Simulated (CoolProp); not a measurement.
Model: reference Helmholtz-energy equation of state, Schmidt 1985, in CoolProp. Above 300 K oxygen's equation is extrapolated.

Q: For oxygen, give the phase and the Joule-Thomson coefficient (K/MPa), viscosity (µPa s), conductivity (mW/(m K)) at 93.35 °C and 384 kPa.

A: 
- 93.35 °C and 384 kPa: gas; Joule-Thomson coefficient 1.73, viscosity 24.2, conductivity 31.7

Viscosity comes from a separate model (Lemmon 2004). Thermal conductivity comes from a separate model (Lemmon 2004).
